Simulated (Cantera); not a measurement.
Input (Python, Cantera):

```python
import numpy as np
import cantera as ct

gas = ct.Solution("gri30.yaml")
gas.TP = 300, 100000
flame = ct.CounterflowDiffusionFlame(gas, width=0.02)
flame.fuel_inlet.X, flame.fuel_inlet.T = {'CO': 1, 'H2': 0.055}, 425
flame.oxidizer_inlet.X, flame.oxidizer_inlet.T = {'O2': 0.26, 'N2': 0.74}, 550
flame.set_refine_criteria(ratio=3, slope=0.12, curve=0.24, prune=0.03)
show = ['OH', 'H', 'NO', 'CO']

rows = []
print(f"{'mdot':>8s}{'a_max':>10s}{'a_mean':>10s}{'Tmax/K':>9s}" + "".join(f"{s:>11s}" for s in show) + "   (peak mole fractions)")
for i, mdot in enumerate([0.6, 0.83, 1.1, 1.6, 2.2, 3, 4.2, 5.8, 8, 11]):  # kg/m2/s on the oxidiser side
    flame.oxidizer_inlet.mdot, flame.fuel_inlet.mdot = mdot, 1.2 * mdot
    flame.solve(loglevel=0, auto=(i == 0))
    if flame.T.max() < max(425, 550) + 100:
        print(f"{mdot:8.3g}  no burning solution found from the previous one")
        break
    dT = np.abs(np.gradient(flame.T, flame.grid))
    rows.append([flame.strain_rate("max"), flame.strain_rate("mean"), flame.T.max(),
                 *(flame.X[gas.species_index(s)].max() for s in show), max(dT[0], dT[-1]) / dT.max()])
    print(f"{mdot:8.3g}{rows[-1][0]:10.1f}{rows[-1][1]:10.1f}{rows[-1][2]:9.1f}" + "".join(f"{x:11.3e}" for x in rows[-1][3:-1]))
```

It prints:

```
    mdot     a_max    a_mean   Tmax/K         OH          H         NO         CO   (peak mole fractions)
     0.6     342.4      95.0   2196.2  6.750e-03  8.215e-03  2.577e-04  9.505e-01
    0.83     462.2     131.3   2141.0  6.636e-03  9.324e-03  1.754e-04  9.506e-01
     1.1     601.4     174.1   2092.1  6.513e-03  1.033e-02  1.301e-04  9.503e-01
     1.6     855.6     253.2   2026.4  6.208e-03  1.174e-02  9.296e-05  9.501e-01
     2.2    1155.0     348.2   1968.1  5.965e-03  1.302e-02  7.325e-05  9.501e-01
       3    1549.3     474.8   1910.2  5.639e-03  1.422e-02  5.922e-05  9.501e-01
     4.2    2129.4     664.7   1843.7  5.160e-03  1.540e-02  4.765e-05  9.499e-01
     5.8    2888.3     917.9   1776.7  4.711e-03  1.629e-02  3.814e-05  9.498e-01
       8    3908.0    1266.0   1705.1  4.165e-03  1.674e-02  2.910e-05  9.497e-01
      11    5262.8    1740.8   1621.4  3.564e-03  1.628e-02  1.995e-05  9.497e-01
```

Computed with Cantera and GRI-Mech 3.0 (53 species, 325 reactions). The maximum strain rate includes the flame's own expansion and is several times the mean.
